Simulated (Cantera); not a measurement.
A closed system holds: 1 mol N₂O, 0.95 mol O₂, 2.8 mol N₂, 0.99 mol H₂, held at 3398.15 K and 12.0 bar.

Method: chemical equilibrium by Gibbs-energy minimisation in Cantera with the NASA 1993 tables (ideal gas, pure condensed phases). Candidate condensed phases: H₂O; 24 gas species. The numbers say what is thermodynamically allowed, not how fast it happens.

Task: What is the equilibrium state?

Result: 
- x(N₂) = 0.604
- x(H₂O) = 0.113
- x(O₂) = 0.113
- x(OH) = 0.0555
- x(NO) = 0.0469
- x(O) = 0.0367
- x(H) = 0.0160
- x(H₂) = 0.0143
- x(HO₂) = 0.000100
- gas amount = 6.056 mol
